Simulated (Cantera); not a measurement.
NO annealing gas

An isothermal, constant-pressure homogeneous reactor starts with NO : N2 = 1 : 0.19 (molar parts), at 1800 K and 52.5 Torr.

Computed with Cantera and GRI-Mech 3.0 (53 species, 325 reactions).

```csv
t (s),x NO,x O2,x N2O,x N2,x NO2,x O
2.00e-6,0.840,<1e-12,2.29e-8,0.160,1.17e-11,2.29e-8
9.22e-6,0.840,1.51e-11,1.05e-7,0.160,2.48e-10,1.05e-7
4.25e-5,0.840,3.15e-10,4.86e-7,0.160,5.15e-9,4.82e-7
0.000196,0.840,6.56e-9,2.23e-6,0.160,1.06e-7,2.14e-6
0.000904,0.840,1.34e-7,1.02e-5,0.160,1.93e-6,8.57e-6
0.00417,0.840,3.50e-6,4.38e-5,0.160,2.28e-5,2.54e-5
0.0192,0.840,9.82e-5,0.000151,0.160,8.11e-5,4.86e-5
0.0885,0.838,0.000918,0.000262,0.161,9.92e-5,5.88e-5
0.408,0.830,0.00500,0.000260,0.165,0.000120,6.69e-5
1.88,0.793,0.0236,0.000230,0.183,0.000184,9.33e-5
8.68,0.642,0.0990,0.000140,0.259,0.000287,0.000158
40.0,0.273,0.283,2.30e-5,0.443,0.000209,0.000250
```
x: mole fraction; the columns are a selection and need not sum to one.

Equilibrium at this temperature and pressure: NO 0.00504, O2 0.417, N2O 6.55e-8, N2 0.577, NO2 4.70e-6, O 0.000299 (gas phase only).
